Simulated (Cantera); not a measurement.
An adiabatic, constant-pressure homogeneous reactor starts with 2.58 % C3H8, 20.5 % O2, 76.9 % N2, at 1775 K and 0.799 atm.

Model: GRI-Mech 3.0 (53 species, 325 reactions), integrated in Cantera. GRI-Mech 3.0 was tuned for natural gas; its chemistry of propane as a main component is partial and can be far from experiment.

Task: Predict: time of steepest temperature rise; temperature at 9.00 s; equilibrium temperature; x(O2) at 9.00 s; x(H2) at 9.00 s; x(CO) at 9.00 s.

Result: 
```json
{
 "time_of_steepest_temperature_rise": "16.4 µs",
 "temperature at 9.00 s": "2682 K",
 "equilibrium_temperature": "2682 K",
 "x(O2) at 9.00 s": "0.0680 (gas-phase equilibrium 0.0680)",
 "x(H2) at 9.00 s": "0.00479 (gas-phase equilibrium 0.00479)",
 "x(CO) at 9.00 s": "0.0206 (gas-phase equilibrium 0.0206)"
}
```
